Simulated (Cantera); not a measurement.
A closed system holds: 1 mol Si2Cl6, 2.5 mol NH3, 1.2 mol N2, at 2.85 Torr.

Method: chemical equilibrium by Gibbs-energy minimisation in Cantera with the NASA 1993 tables (ideal gas, pure condensed phases). Candidate condensed phases: NH4Cl, Si, Si3N4; 28 gas species. The feed counts by its element totals alone. Gases not in the tables: Si2H6 and higher silanes. The numbers say what is thermodynamically allowed, not how fast it happens.

Task: Which condensed phases are stable at each of these points (T (K)): 873, 1023, 1173, 1323, 1473, 1623, 1773, 1923, 2073?

Result: 
```tsv
T (K)	condensed phases	Si condensed (%)
873	Si3N4(s)	64.8
1023	Si3N4(s)	68.7
1173	Si3N4(s)	70.8
1323	Si3N4(s)	64.3
1473	Si3N4(s)	30.5
1623	gas only	0.0
1773	gas only	0.0
1923	gas only	0.0
2073	gas only	0.0
```

From 873 K to 1473 K the condensed part is Si3N4(s). From 1623 K to 2073 K nothing is condensed.
